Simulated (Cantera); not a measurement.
A perfectly stirred reactor is fed with 8.68 % H2, 91.3 % O2, at 3000 Pa; it is held at 1125 K, and followed from long to short residence time.

Detailed kinetics in Cantera: the H2/O2 subset of GRI-Mech 3.0, which has no nitrogen chemistry. Radical loss at walls, strong at low pressure, is not modelled. The temperature is held fixed by assumption; the heat of reaction is taken as removed at once.

**Question.** Predict: x(H2) at τ = 1.30 s; x(O2) at τ = 1.30 s; x(H2O2) at τ = 1.30 s; x(H2O) at τ = 1.30 s; x(OH) at τ = 1.30 s; x(H2) at τ = 53.0 ms; x(O2) at τ = 53.0 ms; x(H2O2) at τ = 53.0 ms; x(H2O) at τ = 53.0 ms; x(OH) at τ = 53.0 ms.

**Answer.** 
```
Property                  Result
----------------------  --------
x(H2) at τ = 1.30 s     0.000202
x(O2) at τ = 1.30 s        0.908
x(H2O2) at τ = 1.30 s    2.35e-7
x(H2O) at τ = 1.30 s      0.0901
x(OH) at τ = 1.30 s     0.000560
x(H2) at τ = 53.0 ms     0.00133
x(O2) at τ = 53.0 ms       0.903
x(H2O2) at τ = 53.0 ms   4.33e-7
x(H2O) at τ = 53.0 ms     0.0876
x(OH) at τ = 53.0 ms     0.00172
```
